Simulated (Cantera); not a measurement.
Input: 1 mol B₂O₃, 28 mol NH₃, held at 87.0 Pa.

Equilibrium computed with Cantera from the NASA thermochemical tables; the gas is ideal and each condensed phase is pure. Candidate condensed phases: B, BN, B₂O₃, B₃O₃H₃, H₂O; 39 gas species. Kinetics and transport are ignored.

Question: Which condensed phases are stable at each of these points (T (°C)): 1175, 1275, 1375, 1475, 1575, 1675, 1775?

Answer: 
```tsv
T (°C)	condensed phases	B condensed (%)
1175	BN(s)	0.8
1275	gas only	0.0
1375	gas only	0.0
1475	gas only	0.0
1575	gas only	0.0
1675	gas only	0.0
1775	gas only	0.0
```

At 1175 °C the condensed part is BN(s). From 1275 °C to 1775 °C nothing is condensed.
